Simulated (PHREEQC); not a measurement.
Consider water at 6.4 °C with 0.075 mol NH4HF2, 0.024 mol H2SiF6, 0.00096 mol H3PO4, 0.0059 mol H2SO4 and 0.0057 mol NaCl per kg of water. Closed to the air; pH follows from the charge balance.

The numbers come from PHREEQC with the ion-association model, wateq4f.dat.

This is a speciation only: nothing precipitates in the calculation.

Problem. Order these S species by the share of S that they hold, largest first: NH4SO4-, SO4-2, HSO4-, NaSO4-.

Solution. SO4-2 (66 %), NH4SO4- (23 %), HSO4- (11 %), NaSO4- (0.60 %)

The pH is 2.29 and the ionic strength 0.113 mol/kgw. wateq4f.dat counts part of the HF as a dimer, H2F2, which phreeqc.dat doesn't know; its constant is uncertain. H3PO4, which wateq4f.dat lacks, is added to it with the constant of phreeqc.dat. Away from 25 °C the constants follow the database's enthalpies or fits; those with neither stay at their 25 °C values. SiF6-2 is the database's only silicon fluoride.
